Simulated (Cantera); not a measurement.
Input (Python, Cantera):

```python
import numpy as np
import cantera as ct

gas = ct.Solution("gri30.yaml")
gas.TPX = 1100, 26000, {'N2O': 1, 'H2O': 0.0089}
reactor = ct.IdealGasConstPressureReactor(gas, energy="off", clone=False)
net = ct.ReactorNet([reactor])
net.rtol, net.atol = 1e-08, 1e-18
show = ['N2O', 'H2O', 'HO2', 'O2', 'OH']
times = np.geomspace(1e-05, 200, 11)

steps = ct.SolutionArray(gas, extra=["t"])
rows = []
print(f"{'t/s':>10s}{'T/K':>9s}{'P/Pa':>11s}" + "".join(f"{s:>11s}" for s in show))
for t in times:
    while net.time < t:
        t_next = net.step()
        steps.append(gas.state, t=t_next)
    rows.append([np.interp(t, steps.t, y) for y in (steps.T, steps.P, *steps(*show).X.T)])
    print(f"{t:10.3e}{rows[-1][0]:9.1f}{rows[-1][1]:11.4g}" + "".join(f"{x:11.3e}" for x in rows[-1][2:]))
rate = np.gradient(steps.T, steps.t)
print("integrator steps:", len(steps.t))
if steps.T.max() > steps.T[0] + 200:
    print(f"time of steepest temperature rise: {steps.t[rate.argmax()]:.4e} s")
gas.TPX = 1100, 26000, {'N2O': 1, 'H2O': 0.0089}
gas.equilibrate("TP")
print(f"equilibrium (TP): T = {gas.T:.1f} K  " + "  ".join(f"{s} {gas[s].X[0]:.3e}" for s in show))
```

Output:

```
       t/s      T/K       P/Pa        N2O        H2O        HO2         O2         OH
 1.000e-05   1100.0    2.6e+04  9.912e-01  8.821e-03  2.231e-13  1.310e-08  1.764e-10
 5.372e-05   1100.0    2.6e+04  9.912e-01  8.821e-03  2.568e-11  2.589e-07  3.466e-09
 2.885e-04   1100.0    2.6e+04  9.912e-01  8.821e-03  1.518e-09  2.432e-06  3.127e-08
 1.550e-03   1100.0    2.6e+04  9.911e-01  8.821e-03  4.463e-08  1.444e-05  1.495e-07
 8.326e-03   1100.0    2.6e+04  9.909e-01  8.820e-03  5.678e-07  7.897e-05  4.041e-07
 4.472e-02   1100.0    2.6e+04  9.898e-01  8.816e-03  8.711e-07  4.272e-04  1.133e-06
 2.402e-01   1100.0    2.6e+04  9.838e-01  8.799e-03  4.265e-07  2.292e-03  1.807e-06
 1.290e+00   1100.0    2.6e+04  9.524e-01  8.706e-03  1.603e-07  1.208e-02  2.542e-06
 6.931e+00   1100.0    2.6e+04  8.059e-01  8.274e-03  3.776e-08  5.804e-02  2.944e-06
 3.723e+01   1100.0    2.6e+04  3.748e-01  7.003e-03  6.717e-09  1.939e-01  2.653e-06
 2.000e+02   1100.0    2.6e+04  2.579e-02  5.974e-03  1.270e-09  3.055e-01  1.249e-06
integrator steps: 1460
equilibrium (TP): T = 1100.0 K  N2O 3.459e-09  H2O 5.898e-03  HO2 9.734e-10  O2 3.313e-01  OH 2.600e-07
```

Model: GRI-Mech 3.0 (53 species, 325 reactions), integrated in Cantera. GRI-Mech 3.0 was tuned for natural gas; its chemistry of N2O as a main component is partial and can be far from experiment. The mechanism lacks the step 2 NO + O2 → 2 NO2, which can matter for NO2 below about 1400 K. The temperature is held fixed by assumption; the heat of reaction is taken as removed at once.
